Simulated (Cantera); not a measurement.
# Equilibrium for boron, boron nitride and boron oxide: BF₃ + O₂ + H₂

Feed: 1 mol BF₃, 0.25 mol O₂, 1.1 mol H₂, at 1798 K and 4100 Pa.

Equilibrium computed with Cantera from the NASA thermochemical tables; the gas is ideal and each condensed phase is pure. Candidate condensed phases: B, B₂O₃, B₃O₃H₃, H₂O; 43 gas species. The tables' values for BF₂ are old estimates; treat these amounts as uncertain. Equilibrium is a limit: real reactors are often held back by kinetics, nucleation or transport.

The x(HF) is 0.383 and the x(H₂) is 0.229. The x(BF₃) is 0.193. The x(BOF) is 0.189 and the x(H₂O) is 0.00241. The x(BF₂) is 0.00219, the x(H) is 0.000832 and the x(HBO₂) comes out as 0.000456. The x(BHF₂) is 0.000443. The gas amount is 2.597 mol and the log10 activity of B(s) (absent) is -5.02. The log10 activity of B₃O₃H₃(s) (absent) comes out as -18.31.
